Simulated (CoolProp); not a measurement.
Vapour-liquid equilibrium of cyclohexane (1) + n-dodecane (2) at 201.65 °C; x and y are mole fractions of (1).

Model: multi-fluid Helmholtz-energy mixture model, Zhou 2014 and Lemmon 2004; pair parameters Bell 2016, in CoolProp.

```
x      bubble pressure (MPa)  y at the bubble point  dew pressure at overall composition x (MPa)  liquid density (mol/L)
-----  ---------------------  ---------------------  -------------------------------------------  ----------------------
0.05                  0.1124                  0.386                                      0.07418                   3.661
0.125                 0.1796                  0.633                                      0.08032                   3.813
0.2                   0.2522                  0.753                                      0.08753                   3.977
0.275                 0.3307                  0.824                                      0.09613              (withheld)
0.35                  0.4150                  0.870                                       0.1066                   4.342
0.425                 0.5053                  0.902                                       0.1195                   4.547
0.5                   0.6015                  0.926                                       0.1359                   4.770
0.575                 0.7035                  0.944                                       0.1574                   5.011
0.65                  0.8111             (withheld)                                       0.1871                   5.273
0.725                 0.9242                  0.970                                       0.2303                   5.558
0.8                    1.042                  0.980                                       0.2994                   5.868
0.875                  1.166                  0.988                                       0.4278              (withheld)
0.95                   1.293                  0.996                                       0.7456              (withheld)
```

Task: What belongs in the gaps?

Result: 
- 0.275, liquid density (mol/L): 4.153
- 0.65, y at the bubble point: 0.958
- 0.875, liquid density (mol/L): 6.206
- 0.95, liquid density (mol/L): 6.570

No azeotrope shows between x = 0.05 and 0.95.

Pair parameters are fitted to limited data, so mixtures are less certain than the pure fluids.
